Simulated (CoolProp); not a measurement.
Dodecamethylpentasiloxane (MD3M) at several states: density (kg/m³) from the reference equation and from simpler models built on Tc = 354.9 °C, pc = 0.9540 MPa, ω = 0.730; each cubic takes its own stable root.

The numbers come from the reference Helmholtz-energy equation of state, Thol 2019 in CoolProp.

```json
[
 {"T (°C)": "146.75", "p (MPa)": "0.014", "phase": "liquid", "reference": "749.2"},
 {"T (°C)": "49.25", "p (MPa)": "1.25", "phase": "liquid", "reference": "848.4"},
 {"T (°C)": "-29.85", "p (MPa)": "0.0834", "phase": "liquid", "reference": "923.2"},
 {"T (°C)": "124.75", "p (MPa)": "0.0491", "phase": "liquid", "reference": "772.0"},
 {"T (°C)": "122.75", "p (MPa)": "1.87", "phase": "liquid", "reference": "778.8"}
]
```

Question: How far does each simpler model (Redlich-Kwong, Soave-Redlich-Kwong, Peng-Robinson) lie from the reference over these 5 states: mean and median of the absolute difference, and the worst?

Answer: 
- Redlich-Kwong: mean 35.6 %, median 19.6 %, worst -99.8 % at 146.75 °C and 0.014 MPa
- Soave-Redlich-Kwong: mean 13.5 %, median 12.0 %, worst -17.8 % at -29.85 °C and 0.0834 MPa
- Peng-Robinson: mean 2.9 %, median 1.0 %, worst -8.1 % at -29.85 °C and 0.0834 MPa

At some of these states Redlich-Kwong gives the other phase, because its saturation line lies elsewhere.
